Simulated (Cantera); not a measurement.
Cantera with NASA thermochemical tables; ideal gases at 1 bar, condensed phases pure. Values are per mole of reaction as written; species without (g) are pure solids or liquids, kept so even where they would boil at 1 bar.

Task: Between 300 and 1225 K, where is each reaction favourable under standard conditions?
- 2 F₂(g) + Cu₂O + N(g) ⇌ 2 CuF₂ + NO(g)

Result: 
- 2 F₂(g) + Cu₂O + N(g) ⇌ 2 CuF₂ + NO(g): ΔG° is -1203 kJ at 300 K and -971 kJ at 1225 K; it stays negative (K > 1). ΔH° is -1146 kJ and ΔS° -143 J/K at 1225 K.
